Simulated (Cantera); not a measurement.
Equilibrium for halide evaporation, hydrolysis and transport: KCl + HCl + N2

Input: 1 mol KCl, 0.056 mol HCl, 7.1 mol N2, at 500 °C.

Equilibrium computed with Cantera from the NASA thermochemical tables; the gas is ideal and each condensed phase is pure. Candidate condensed phases: K, KCl, NH4Cl; 17 gas species. Kinetics and transport are ignored.

```tsv
P (Pa)	log p N2	log p KCl	log p K2Cl2	log p HCl	log p Cl	n KCl(s)
0.100	-6.04	-7.11	-7.92	-8.15	-13.34	0.208
0.460	-5.35	-7.11	-7.92	-7.45	-12.88	0.840
2.20	-4.66	-7.11	-7.92	-6.77	-12.43	0.967
10	-4.00	-7.11	-7.92	-6.11	-11.99	0.993
46	-3.34	-7.11	-7.92	-5.44	-11.57	0.998
220	-2.66	-7.11	-7.92	-4.76	-11.15	1.000
1000	-2.00	-7.11	-7.92	-4.11	-10.77	1.000
4600	-1.34	-7.11	-7.92	-3.44	-10.41	1.000
22000	-0.66	-7.11	-7.92	-2.76	-10.06	1.000
100000	0.00	-7.11	-7.92	-2.11	-9.72	1.000
```
log p: log10 of the partial pressure in bar; n: condensed amount in mol.

From 0.100 Pa to 100000 Pa the condensed part is KCl(s). The main K-bearing gas is KCl throughout.
